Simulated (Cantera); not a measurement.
A closed system holds: 1 mol SiC, 0.028 mol O2, 47 mol H2, at 1850 K.

Cantera equilibrium calculation (NASA polynomials, part measured and part estimated; ideal gas, pure solids and liquids). Candidate condensed phases: C, C6H6, C7H8, C8H18, H2O, Si, SiC, SiO2; 123 gas species. Gases not in the tables: Si2H6 and higher silanes. The numbers say what is thermodynamically allowed, not how fast it happens.

x: gas mole fraction; n: condensed amount in mol.

```tsv
P (Pa)	x H2	x H	x Si	x CO	x SiO	x CH4	x SiC2	n C(graphite)	n SiC(s)
0.100	0.574	0.408	0.0162	0.000927	4.95e-7	2.16e-10	0.000314	0.887	0
2.50	0.889	0.102	0.00776	0.00111	7.11e-6	1.29e-8	0.000150	0.309	0.591
63	0.977	(withheld)	(withheld)	0.00110	(withheld)	(withheld)	(withheld)	0	0.945
1600	0.994	(withheld)	(withheld)	(withheld)	(withheld)	(withheld)	(withheld)	0	0.968
40000	0.998	0.000851	6.06e-6	0.000595	0.000594	2.09e-5	7.51e-10	0	0.971
1000000	0.998	0.000170	3.32e-7	0.000409	0.000765	0.000381	2.20e-11	0	0.963
```

**Question.** Some entries are withheld; supply them.

**Answer.** 
- 63, x H: 0.0212
- 63, x Si: 0.00102
- 63, x SiO: 7.76e-5
- 63, x CH4: 1.18e-7
- 63, x SiC2: 1.79e-6
- 1600, x H: 0.00425
- 1600, x Si: 0.000132
- 1600, x CO: 0.000674
- 1600, x SiO: 0.000514
- 1600, x CH4: 9.48e-7
- 1600, x SiC2: 2.15e-8
